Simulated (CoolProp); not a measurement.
Computed with CoolProp (reference Helmholtz-energy equation of state, Beckmüller 2019).

Problem. For n-octane, give the phase and the Z, cp (kJ/(kg K)), cv (kJ/(kg K)), expansivity (1/kK) at 620 K and 7.1 MPa; 620 K and 23.1 MPa.

Solution. 
- 620 K and 7.1 MPa: supercritical; Z 0.435, cp 3.69, cv 2.97, expansivity 4.93
- 620 K and 23.1 MPa: supercritical; Z 1.06, cp 3.33, cv 2.94, expansivity 1.53
